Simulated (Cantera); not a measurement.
Charge: 1 mol Si, 12 mol HF, at 900 °C and 48.0 mbar.

Cantera equilibrium calculation (NASA polynomials, part measured and part estimated; ideal gas, pure solids and liquids). Candidate condensed phases: Si; 25 gas species. The numbers say what is thermodynamically allowed, not how fast it happens.

Base state: HF 0.727, H₂ 0.182, SiF₄ 0.0909 (mole fractions); condensed: gas only.

Problem. What changes in the equilibrium state with this change: HF from 12 to 3.5 mol?

Solution. 
```json
[
 {"species": "H₂", "before": "0.182", "after": "0.659"},
 {"species": "SiF₄", "before": "0.0909", "after": "0.317"},
 {"species": "SiHF₃", "before": "5.47e-7", "after": "0.0183"},
 {"species": "HF", "before": "0.727", "after": "0.000274"},
 {"species": "SiH₂F₂", "before": "<1e-9", "after": "0.000524"},
 {"species": "SiF₂", "before": "<1e-9", "after": "9.67e-5"},
 {"species": "SiF₃", "before": "2.89e-7", "after": "0.00509"},
 {"species": "Si(s), mol", "before": "0", "after": "0.109"}
]
```
The tables' values for SiF₃, SiF₂ are old estimates; treat these amounts as uncertain.
